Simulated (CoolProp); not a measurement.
Sulfur dioxide along the isobar 0.82 MPa: density (kg/m³) from the reference equation and from simpler models built on Tc = 157.5 °C, pc = 7.887 MPa, ω = 0.256; each cubic takes its own stable root.

Computed with CoolProp (reference Helmholtz-energy equation of state, Gao 2016).

```json
[
 {"T (°C)": "66.75", "phase": "gas", "reference": "20.43"},
 {"T (°C)": "83.55", "phase": "gas", "reference": "19.14"},
 {"T (°C)": "100.35", "phase": "gas", "reference": "18.04"},
 {"T (°C)": "117.25", "phase": "gas", "reference": "17.09"},
 {"T (°C)": "134.05", "phase": "gas", "reference": "16.25"},
 {"T (°C)": "150.85", "phase": "gas", "reference": "15.51"},
 {"T (°C)": "167.75", "phase": "gas", "reference": "14.83"},
 {"T (°C)": "184.55", "phase": "gas", "reference": "14.23"},
 {"T (°C)": "201.35", "phase": "gas", "reference": "13.67"},
 {"T (°C)": "218.15", "phase": "gas", "reference": "13.16"},
 {"T (°C)": "235.05", "phase": "gas", "reference": "12.69"},
 {"T (°C)": "251.85", "phase": "gas", "reference": "12.25"}
]
```

How far does each simpler model (ideal gas, Redlich-Kwong, Soave-Redlich-Kwong) lie from the reference over these 12 states: mean and median of the absolute difference, and the worst?


- ideal gas: mean 4.3 %, median 3.7 %, worst -9.0 % at 66.75 °C and 0.82 MPa
- Redlich-Kwong: mean 0.4 %, median 0.2 %, worst -1.9 % at 66.75 °C and 0.82 MPa
- Soave-Redlich-Kwong: mean 0.2 %, median 0.1 %, worst -1.1 % at 66.75 °C and 0.82 MPa
